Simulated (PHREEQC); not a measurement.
Make-up at 78 °C: 0.029 mol H2SO4, 0.018 mol ZnSO4 and 0.023 mol MgCl2 per kg of water. Closed to the air; pH follows from the charge balance.

All values are PHREEQC results (ion-association model, phreeqc.dat), not measurements.

Task: The ionic strength comes out as 0.119 mol/kgw. What activity coefficients do H+, Mg+2, ZnCl3-, SO4-2, Cl- get?

Result: H+ 0.80, Mg+2 0.35, ZnCl3- 0.73, SO4-2 0.32, Cl- 0.73.

This is a speciation only: nothing precipitates in the calculation. Constants without temperature data keep their 25 °C values here.
